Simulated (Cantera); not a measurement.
**Adiabatic ignition**

An adiabatic, constant-volume homogeneous reactor starts with CH₄ : H₂ : O₂ : N₂ = 1 : 0.12 : 1.87 : 7.04 (molar parts), equivalence ratio 1.1, at 1798 K and 0.661 atm.

Model: GRI-Mech 3.0 (53 species, 325 reactions), integrated in Cantera.

```csv
t (s),T (K),P (bar),x CH₄,x H₂,x O₂,x CH₂CO,x NO₂,x HCN
1.00e-6,1798,0.670,0.0997,0.0120,0.186,<1e-12,<1e-12,<1e-12
3.16e-6,1798,0.670,0.0997,0.0120,0.186,<1e-12,<1e-12,<1e-12
1.00e-5,1798,0.670,0.0996,0.0120,0.186,1.05e-11,<1e-12,<1e-12
3.16e-5,1797,0.670,0.0991,0.0120,0.186,7.08e-9,<1e-12,1.26e-12
0.000100,1847,0.691,0.0847,0.0160,0.177,5.42e-5,1.88e-11,2.16e-9
0.000316,2962,1.19,<1e-12,0.0348,0.0199,<1e-12,9.05e-7,2.91e-9
0.00100,2955,1.19,<1e-12,0.0355,0.0179,<1e-12,2.11e-6,5.70e-9
0.00316,2954,1.19,<1e-12,0.0356,0.0177,<1e-12,2.24e-6,6.02e-9
0.0100,2954,1.19,<1e-12,0.0356,0.0177,<1e-12,2.24e-6,6.02e-9
0.0316,2954,1.19,<1e-12,0.0356,0.0177,<1e-12,2.24e-6,6.02e-9
0.100,2954,1.19,<1e-12,0.0356,0.0177,<1e-12,2.24e-6,6.02e-9
0.316,2954,1.19,<1e-12,0.0356,0.0177,<1e-12,2.24e-6,6.02e-9
1.00,2954,1.19,<1e-12,0.0356,0.0177,<1e-12,2.24e-6,6.02e-9
3.16,2954,1.19,<1e-12,0.0356,0.0177,<1e-12,2.24e-6,6.02e-9
10.0,2954,1.19,<1e-12,0.0356,0.0177,<1e-12,2.24e-6,6.02e-9
```
x: mole fraction; the columns are a selection and need not sum to one.

| Property | Result |
|---|---|
| time of steepest temperature rise | 0.127 ms |
| temperature at 10.0 s | 2954 K |
| equilibrium temperature | 2954 K |
| x(CH₄) at 10.0 s | <1e-12 (gas-phase equilibrium <1e-12) |
| x(H₂) at 10.0 s | 0.0356 (gas-phase equilibrium 0.0356) |
| x(O₂) at 10.0 s | 0.0177 (gas-phase equilibrium 0.0177) |
